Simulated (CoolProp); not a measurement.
o-xylene along the isobar 3.98 MPa: density (kg/m³) from the reference equation and from simpler models built on Tc = 357.1 °C, pc = 3.737 MPa, ω = 0.312; each cubic takes its own stable root.

Model: reference Helmholtz-energy equation of state, Zhou 2012, in CoolProp.

```json
[
 {"T (°C)": "181.65", "phase": "liquid", "reference": "739.3", "van der Waals": "439.8", "Redlich-Kwong": "627.1", "Soave-Redlich-Kwong": "655.6", "Peng-Robinson": "740.9"},
 {"T (°C)": "205.25", "phase": "liquid", "reference": "715.0", "van der Waals": "426.5", "Redlich-Kwong": "602.6", "Soave-Redlich-Kwong": "631.6", "Peng-Robinson": "714.2"},
 {"T (°C)": "228.85", "phase": "liquid", "reference": "688.8", "van der Waals": "412.1", "Redlich-Kwong": "576.0", "Soave-Redlich-Kwong": "604.8", "Peng-Robinson": "684.2"},
 {"T (°C)": "252.45", "phase": "liquid", "reference": "660.3", "van der Waals": "396.2", "Redlich-Kwong": "546.6", "Soave-Redlich-Kwong": "574.7", "Peng-Robinson": "650.0"},
 {"T (°C)": "276.05", "phase": "liquid", "reference": "628.3", "van der Waals": "378.3", "Redlich-Kwong": "513.6", "Soave-Redlich-Kwong": "540.0", "Peng-Robinson": "610.4"},
 {"T (°C)": "299.65", "phase": "liquid", "reference": "590.8", "van der Waals": "357.4", "Redlich-Kwong": "475.4", "Soave-Redlich-Kwong": "498.9", "Peng-Robinson": "563.0"},
 {"T (°C)": "323.25", "phase": "liquid", "reference": "542.8", "van der Waals": "331.5", "Redlich-Kwong": "428.7", "Soave-Redlich-Kwong": "447.4", "Peng-Robinson": "502.9"},
 {"T (°C)": "346.85", "phase": "liquid", "reference": "466.9", "van der Waals": "294.6", "Redlich-Kwong": "362.4", "Soave-Redlich-Kwong": "372.1", "Peng-Robinson": "414.4"}
]
```
